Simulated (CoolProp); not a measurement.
Properties of CH3F (R41) along the isotherm 425 K.

Computed with CoolProp (reference Helmholtz-energy equation of state, Lemmon 2006). It is a short technical equation, of lower accuracy than the large ones.

| p (bar) | phase | density (kg/m³) | cp (kJ/(kg K)) | isothermal compressibility (1/MPa) |
|---|---|---|---|---|
| 32.8 | gas | 34.38 | 1.514 | 0.3314 |
| 65.6 | supercritical | 75.14 | 1.729 | 0.1799 |
| 98.4 | supercritical | 123.2 | 1.994 | 0.1283 |
| 131 | supercritical | 178.0 | 2.280 | 0.09901 |
| 164 | supercritical | 237.2 | 2.513 | 0.07568 |
| 197 | supercritical | 294.3 | 2.616 | 0.05561 |
| 230 | supercritical | 344.2 | 2.603 | 0.04014 |
| 262 | supercritical | 384.5 | 2.539 | 0.02975 |
| 295 | supercritical | 418.8 | 2.465 | 0.02260 |
